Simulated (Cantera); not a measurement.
Feed: 1 mol Si₂H₆, 0.11 mol Cl₂, 400 mol H₂, held at 1225 °C and 3.50 mbar.

These are equilibrium values from Cantera (NASA tables, ideal gas, pure condensed phases), not measurements of a reactor. Candidate condensed phases: Si; 19 gas species. The feed counts by its element totals alone. The numbers say what is thermodynamically allowed, not how fast it happens.

**Question.** What is the equilibrium state?

**Answer.** 
| Property | Value |
|---|---|
| x(H₂) | 0.999 |
| x(HCl) | 0.000544 |
| x(H) | 0.000290 |
| x(Si) | 2.87e-6 |
| x(SiH₂) | 1.46e-6 |
| n(Si(s)) | 2.00 mol |
| gas amount | 403.2 mol |
